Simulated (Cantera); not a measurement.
Input: 1 mol SiCl4, 18 mol N2, 4.2 mol H2, at 950 K and 100 Pa.

Equilibrium computed with Cantera from the NASA thermochemical tables; the gas is ideal and each condensed phase is pure. Candidate condensed phases: NH4Cl, Si, Si3N4; 28 gas species. N2 is the only nitrogen source here; it is nearly inert below about 1500 K, so the nitride shown seldom forms there in practice. The numbers say what is thermodynamically allowed, not how fast it happens.

Base state: N2 0.739, HCl 0.158, H2 0.0994, SiCl4 0.00290 (mole fractions); condensed: Si3N4(s).

What changes in the equilibrium state with this change: temperature from 950 K to 1425 K?


| species | before | after |
|---|---|---|
| N2 | 0.739 | 0.741 |
| HCl | 0.158 | 0.121 |
| H2 | 0.0994 | 0.116 |
| SiCl2 | 6.30e-7 | 0.0215 |
| H | 5.55e-9 | 7.33e-5 |
| Cl | 8.42e-9 | 6.27e-5 |
| SiCl3 | 7.40e-6 | 0.00100 |
| Si3N4(s), mol | 0.310 | 0.152 |
The tables' values for SiCl3 are old estimates; treat these amounts as uncertain.

What changes in the equilibrium state with this change: temperature from 950 K to 1523 K?


```json
[
 {"species": "N2", "before": "0.739", "after": "0.744"},
 {"species": "H2", "before": "0.0994", "after": "0.131"},
 {"species": "HCl", "before": "0.158", "after": "0.0853"},
 {"species": "SiCl2", "before": "6.30e-7", "after": "0.0390"},
 {"species": "H", "before": "5.55e-9", "after": "0.000265"},
 {"species": "SiCl", "before": "<1e-9", "after": "1.74e-5"},
 {"species": "Cl", "before": "8.42e-9", "after": "0.000138"},
 {"species": "SiCl4", "before": "0.00290", "after": "3.00e-5"},
 {"species": "Si3N4(s), mol", "before": "0.310", "after": "0.0136"}
]
```
The tables' values for SiCl3, SiCl are old estimates; treat these amounts as uncertain.
